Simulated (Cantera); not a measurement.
# Hydrogen reduction and annealing atmospheres: FeS2 + H2 + N2

Feed: 1 mol FeS2, 1300 mol H2, 13 mol N2, equilibrated at 2148 K and 2.90 mbar.

Equilibrium computed with Cantera from the NASA thermochemical tables; the gas is ideal and each condensed phase is pure. Candidate condensed phases: Fe, FeS, FeS2, S; 16 gas species. Kinetics and transport are ignored.

```json
{
  "x(H2)": "0.914",
  "x(H)": "0.0740",
  "x(N2)": "0.00952",
  "x(S)": "0.000792",
  "x(Fe)": "0.000732",
  "x(SH)": "0.000504",
  "x(H2S)": "0.000109",
  "x(S2)": "2.95e-5",
  "gas_amount": "1366 mol",
  "log10 activity of Fe(l) (absent)": "-2.90",
  "log10 activity of S(l) (absent)": "-5.18"
}
```
